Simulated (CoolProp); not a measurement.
Properties of m-xylene along the isotherm 346.85 °C (Tc = 343.7 °C, pc = 35.35 bar, ω = 0.326).

Model: reference Helmholtz-energy equation of state, Zhou 2012, in CoolProp.

```csv
p (bar),phase,Z,cv (kJ/(kg K))
3.79,gas,0.9606,2.156
7.57,gas,0.9193,2.166
11.4,gas,0.8749,2.178
15.1,gas,0.8290,2.191
18.9,gas,?,?
22.7,gas,?,2.227
26.5,gas,0.6575,2.252
30.3,gas,0.5805,2.289
34.1,gas,0.4747,2.359
37.9,supercritical,0.2092,2.399
41.7,supercritical,0.2060,2.326
45.4,supercritical,?,2.303
49.2,supercritical,0.2246,2.289
53,supercritical,0.2362,2.280
```

Complete the blanks.


- 18.9, Z: 0.7780
- 18.9, cv (kJ/(kg K)): 2.207
- 22.7, Z: 0.7216
- 45.4, Z: 0.2141
